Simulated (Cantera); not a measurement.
An isothermal, constant-pressure homogeneous reactor starts with CH₄ : H₂ : CO₂ = 0.044 : 1 : 0.0072 (molar parts), at 2150 K and 34.5 Torr.

Computed with Cantera and GRI-Mech 3.0 (53 species, 325 reactions). GRI-Mech 3.0 stops at C3 and has no aromatics, soot or wall deposition, so with more carbon than oxygen in the feed, carbon stays in small species such as C2H2 where larger ones or solid carbon would form. Radical loss at walls, strong at low pressure, is not modelled.

One state of this run: x CH₄ = 0.0395; x H₂ = 0.949; x CO₂ = 0.00656; x C₂H₂ = 4.26e-5; x H₂O = 0.000274; x C₂H₄ = 6.42e-5. x: mole fraction; the columns are a selection and need not sum to one.

Which value of t (s) does it belong to?
A) 2.27e-5
B) 6.00e-6
C) 0.000327
D) 0.0674

C, 0.000327
